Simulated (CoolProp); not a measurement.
Isopentane along the isobar 1470 kPa: fugacity coefficient from the reference equation and from simpler models built on Tc = 187.2 °C, pc = 3378 kPa, ω = 0.227; each cubic takes its own stable root.

Model: reference Helmholtz-energy equation of state, Lemmon 2006, in CoolProp. It is a short technical equation, of lower accuracy than the large ones.

| T (°C) | phase | reference |
|---|---|---|
| -2.55 | liquid | 0.02216 |
| 26.15 | liquid | 0.06656 |
| 54.85 | liquid | 0.1576 |
| 83.45 | liquid | 0.3117 |
| 112.15 | liquid | 0.5385 |
| 140.85 | gas | 0.7897 |
| 169.55 | gas | 0.8329 |
| 198.15 | gas | 0.8646 |
| 226.85 | gas | 0.8891 |

### Question
How far does each simpler model (Redlich-Kwong, Soave-Redlich-Kwong, Peng-Robinson) lie from the reference over these 9 states: mean and median of the absolute difference, and the worst?

### Answer
- Redlich-Kwong: mean 25.8 %, median 18.7 %, worst +79.9 % at -2.55 °C and 1470 kPa
- Soave-Redlich-Kwong: mean 0.9 %, median 0.7 %, worst +2.2 % at 112.15 °C and 1470 kPa
- Peng-Robinson: mean 0.8 %, median 0.9 %, worst -1.4 % at 169.55 °C and 1470 kPa
